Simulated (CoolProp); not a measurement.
Propylene at several states: Z from the reference equation and from simpler models built on Tc = 364.2 K, pc = 45.55 bar, ω = 0.146; each cubic takes its own stable root.

The numbers come from the reference Helmholtz-energy equation of state, Lemmon 2013 in CoolProp.

```csv
T (K),p (bar),phase,reference,van der Waals,Peng-Robinson
167.9,91.2,liquid,0.4024,(withheld),0.3835
227.5,8.54,liquid,0.03122,(withheld),(withheld)
251.4,1.54,gas,0.9614,0.9756,0.9635
471,6.26,gas,0.9794,0.9783,0.9766
```

Task: Fill in the missing entries.

Result: 
- 167.9, van der Waals: 0.6350
- 227.5, van der Waals: 0.04943
- 227.5, Peng-Robinson: 0.02941
